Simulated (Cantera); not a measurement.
Mixture: 18.3 % CH₃OH, 17.2 % O₂, 64.5 % N₂, at 1.09 atm, adiabatic and at constant volume. Ignition delay is the time to a rise of 400 K.

Model: GRI-Mech 3.0 (53 species, 325 reactions), integrated in Cantera. GRI-Mech 3.0 was tuned for natural gas; its chemistry of methanol as a main component is partial and can be far from experiment.

Predict: delay at 1150 K; delay at 1200 K; delay at 1250 K; delay at 1300 K; delay at 1350 K; delay at 1400 K; delay at 1450 K; apparent activation energy between 1350 and 1450 K.


```
Quantity                                                 Value
--------------------------------------------------  ----------
delay at 1150 K                                        18.3 ms
delay at 1200 K                                        7.68 ms
delay at 1250 K                                        3.46 ms
delay at 1300 K                                        1.67 ms
delay at 1350 K                                       0.856 ms
delay at 1400 K                                       0.464 ms
delay at 1450 K                                       0.265 ms
apparent activation energy between 1350 and 1450 K  190 kJ/mol
```
